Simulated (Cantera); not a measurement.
Cantera run:

```python
import numpy as np
import cantera as ct

gas_names = """
    B BH BH2 BH3 BN B2 H H2 N NH NH2 NH3 N2 N2H2 N2H4
""".split()
cond_names = """
    B(b) B(L) BN(s)
""".split()


# ... load() reads the species with a 1 bar reference pressure and builds the phases ...
atoms = {
    'BN': {'B': 1, 'N': 1},
    'H2': {'H': 2},
}
top_T = {'BN(s)': 3200}  # K; cautious upper limits of use, not melting points


# ... equilibrate(T, P, feed) seeds the gas with the atoms and calls Mixture.equilibrate('TP', solver="vcs", rtol=1e-11, max_steps=5000) ...
results = []
feed = {'BN': 1, 'H2': 0.021}  # mol
T = 1750  # K
P = 101325  # Pa
mix = equilibrate(T, P, feed)
results.append((T, P, feed, dict(zip(mix.species_names, mix.species_moles))))
print(gas.report(threshold=1e-06))
for i in range(1, mix.n_phases):
    print(f"{mix.phase(i).name:16s} {mix.phase_moles(i):12.5e} mol")
```

It prints:

```
       temperature   1750 K
          pressure   1.0133e+05 Pa
           density   0.014043 kg/m^3
  mean mol. weight   2.0166 kg/kmol
   phase of matter   gas

                          1 kg             1 kmol
                     ---------------   ---------------
          enthalpy        2.2116e+07        4.4599e+07  J
   internal energy        1.4901e+07        3.0049e+07  J
           entropy             91177        1.8387e+05  J/K
    Gibbs function       -1.3744e+08       -2.7717e+08  J
 heat capacity c_p             16521             33316  J/K
 heat capacity c_v             12398             25001  J/K

                      mass frac. Y      mole frac. X     chem. pot. / RT
                     ---------------   ---------------   ---------------
               BH2        0.00017897        2.8138e-05           -23.128
               BH3        3.6566e-05        5.3302e-06           -32.654
                 H        0.00011548        0.00023102           -9.5252
                H2           0.99944           0.99972            -19.05
                N2        0.00023155        1.6668e-05           -37.488
     [  +10 minor]        1.1507e-06        1.3709e-07

B(b)              0.00000e+00 mol
BN(s)             9.99999e-01 mol
```

Equilibrium computed with Cantera from the NASA thermochemical tables; the gas is ideal and each condensed phase is pure. The tables' values for BH2 are old estimates; treat these amounts as uncertain.
